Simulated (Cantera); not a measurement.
## C3H8 + O2 + NH3 (carbon deposition, reforming and gasification)

Charge: 1 mol C3H8, 0.21 mol O2, 0.41 mol NH3, held at 0.0100 bar.

Equilibrium computed with Cantera from the NASA thermochemical tables; the gas is ideal and each condensed phase is pure. Candidate condensed phases: C, C6H6, C7H8, C8H18, H2O; 136 gas species. Kinetics and transport are ignored.

| T (K) | x H2 | x CO | x N2 | x H | n C(graphite) |
|---|---|---|---|---|---|
| 1223 | 0.881 | 0.0801 | 0.0391 | 2.82e-6 | 2.58 |
| 1273 | 0.881 | 0.0801 | 0.0391 | 6.69e-6 | 2.58 |
| 1323 | 0.881 | 0.0802 | 0.0391 | 1.49e-5 | 2.58 |
| 1373 | 0.881 | 0.0802 | 0.0391 | 3.12e-5 | 2.58 |
| 1423 | 0.881 | 0.0802 | 0.0391 | 6.23e-5 | 2.58 |
| 1473 | 0.880 | 0.0801 | 0.0390 | 0.000119 | 2.58 |
| 1523 | 0.880 | 0.0801 | 0.0390 | 0.000217 | 2.58 |
| 1573 | 0.880 | 0.0801 | 0.0390 | 0.000381 | 2.58 |
| 1623 | 0.880 | 0.0801 | 0.0389 | 0.000648 | 2.58 |
| 1673 | 0.879 | 0.0801 | 0.0388 | 0.00107 | 2.58 |
| 1723 | 0.879 | 0.0801 | 0.0387 | 0.00171 | 2.57 |
| 1773 | 0.878 | 0.0800 | 0.0386 | 0.00266 | 2.57 |
| 1823 | 0.876 | 0.0800 | 0.0384 | 0.00406 | 2.57 |
x: gas mole fraction; n: condensed amount in mol.

From 1223 K to 1823 K the condensed part is C(graphite). The main C-bearing gas is CO throughout.
